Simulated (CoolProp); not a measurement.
Properties of n-pentane along the isotherm 532.6 K (Tc = 469.7 K, pc = 33.68 bar, ω = 0.251).

Model: reference Helmholtz-energy equation of state, Thol 2019, in CoolProp.

```
p (bar)          phase  cp (kJ/(kg K))  Joule-Thomson coefficient (K/MPa)  isothermal compressibility (1/MPa)  viscosity (µPa s)
-------  -------------  --------------  ---------------------------------  ----------------------------------  -----------------
9.35               gas      (withheld)                         (withheld)                               1.144               11.6
18.7               gas      (withheld)                              6.297                              0.6214               11.2
28.1               gas           2.940                              6.907                          (withheld)               10.9
37.4     supercritical           3.153                              7.579                          (withheld)               10.9
46.8     supercritical           3.512                         (withheld)                              0.3652               11.2
56.1     supercritical           3.998                              7.800                          (withheld)               12.2
65.5     supercritical           4.217                              5.982                              0.2429               14.0
74.8     supercritical           4.064                              4.073                              0.1496               16.3
84.2     supercritical      (withheld)                              2.829                             0.09568               18.7
```

Complete the blanks.


- 9.35, cp (kJ/(kg K)): 2.717
- 9.35, Joule-Thomson coefficient (K/MPa): 5.784
- 18.7, cp (kJ/(kg K)): 2.806
- 28.1, isothermal compressibility (1/MPa): 0.4586
- 37.4, isothermal compressibility (1/MPa): 0.3920
- 46.8, Joule-Thomson coefficient (K/MPa): 8.126
- 56.1, isothermal compressibility (1/MPa): 0.3346
- 84.2, cp (kJ/(kg K)): 3.868

Viscosity comes from a separate model (Quiñones-Cisneros 2006), older than the equation that it now runs on, and unchecked against measurements.
